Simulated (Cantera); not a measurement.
Input (Python, Cantera) and output of one run.

```python
import numpy as np
import cantera as ct

gas_names = """
    F F2 H HF H2 H2F2 H3F3 H4F4 H5F5 H6F6 H7F7 Si SiF SiF2 SiF3 SiF4 SiH SiHF3 SiH2 SiH2F2 SiH3 SiH3F
    SiH4 Si2 Si3
""".split()
cond_names = """
    Si(cr) Si(L)
""".split()


# ... load() reads the species with a 1 bar reference pressure and builds the phases ...
atoms = {
    'Si': {'Si': 1},
    'HF': {'H': 1, 'F': 1},
}
top_T = {}  # K; cautious upper limits of use, not melting points


# ... equilibrate(T, P, feed) seeds the gas with the atoms and calls Mixture.equilibrate('TP', solver="vcs", rtol=1e-11, max_steps=5000) ...
results = []
T = 598.15  # K
P = 1000  # Pa
for m in [1.1, 1.3, 1.4, 1.6, 1.8, 2.1, 2.3, 2.6, 3, 3.4, 3.8, 4.3, 4.9]:
    feed = {'Si': 1, 'HF': m}  # mol
    mix = equilibrate(T, P, feed)
    results.append((T, P, feed, dict(zip(mix.species_names, mix.species_moles))))

top = {s: max(r[3][s] / sum(r[3][g] for g in gas_names) for r in results) for s in gas_names}
cols = sorted((s for s in top if top[s] > 1e-05), key=lambda s: -top[s])[:7]
seen = [c for c in cond_names if any(r[3].get(c, 0) > 1e-12 for r in results)]
print("log10 of partial pressures in bar; condensed amounts in mol")
print(f"{'n(HF)':>10s}" + "".join(f"{s[:9]:>10s}" for s in cols + seen))
for T, P, feed, n in results:
    ng = sum(n[g] for g in gas_names)
    print(f"{feed['HF']:10.4g}" + "".join(f"{np.log10(max(n[s] / ng * P / 1e5, 1e-99)):10.3f}" for s in cols)
          + "".join(f"{n.get(c, 0):10.4g}" for c in seen))
```

Result:

```
log10 of partial pressures in bar; condensed amounts in mol
     n(HF)        H2      SiF4        HF     SiHF3    SiH2F2    Si(cr)
       1.1    -2.177    -2.483   -10.952    -4.205    -6.068    0.7237
       1.3    -2.177    -2.483   -10.952    -4.205    -6.068    0.6734
       1.4    -2.177    -2.483   -10.952    -4.205    -6.068    0.6483
       1.6    -2.177    -2.483   -10.952    -4.205    -6.068    0.5981
       1.8    -2.177    -2.483   -10.952    -4.205    -6.068    0.5478
       2.1    -2.177    -2.483   -10.952    -4.205    -6.068    0.4725
       2.3    -2.177    -2.483   -10.952    -4.205    -6.068    0.4222
       2.6    -2.177    -2.483   -10.952    -4.205    -6.068    0.3469
         3    -2.177    -2.483   -10.952    -4.205    -6.068    0.2464
       3.4    -2.177    -2.483   -10.952    -4.205    -6.068    0.1459
       3.8    -2.177    -2.483   -10.952    -4.205    -6.068   0.04545
       4.3    -2.217    -2.519    -3.041   -12.192   -22.004         0
       4.9    -2.290    -2.591    -2.637   -12.741   -23.031         0
```

Cantera equilibrium calculation (NASA polynomials, part measured and part estimated; ideal gas, pure solids and liquids).
